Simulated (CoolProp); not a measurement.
Properties of CHF3 (R23) at several states (Tc = 299.3 K, pc = 48.32 bar, ω = 0.263).

Values from CoolProp's reference Helmholtz-energy equation of state, Penoncello 2003.

```csv
T (K),p (bar),phase,Z,Joule-Thomson coefficient (K/MPa),fugacity coefficient
337.2,62.5,supercritical,0.6343,8.129,0.7149
218.4,1.09,gas,0.9743,37.05,0.9750
203.2,10.3,liquid,0.03046,-0.2403,0.1817
```
